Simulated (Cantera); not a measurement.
Source: NASA polynomial tables (part measured, part estimated), evaluated in Cantera. Values are per mole of reaction as written; species without (g) are pure solids or liquids, kept so even where they would boil at 1 bar. The tables' values for SiF₂ are old estimates.

### Question
Between 300 and 1625 K, where is each reaction favourable under standard conditions?
- 2 SiF₂(g) ⇌ SiF₄(g) + Si(g)
- 2 SiCl₂(g) ⇌ SiCl₄(g) + Si
- SiCl₄(g) ⇌ Si + 4 Cl(g)

### Answer
- 2 SiF₂(g) ⇌ SiF₄(g) + Si(g): ΔG° is 29 kJ at 300 K and 99 kJ at 1625 K; it stays positive (K < 1). ΔH° is 25 kJ and ΔS° -46 J/K at 1625 K.
- 2 SiCl₂(g) ⇌ SiCl₄(g) + Si: ΔG° is -262 kJ at 300 K and 1 kJ at 1625 K; it changes sign between 1525 and 1625 K. ΔH° is -303 kJ and ΔS° -187 J/K at 1625 K.
- SiCl₄(g) ⇌ Si + 4 Cl(g): ΔG° is 1043 kJ at 300 K and 563 kJ at 1625 K; it stays positive (K < 1). ΔH° is 1162 kJ and ΔS° 369 J/K at 1625 K.
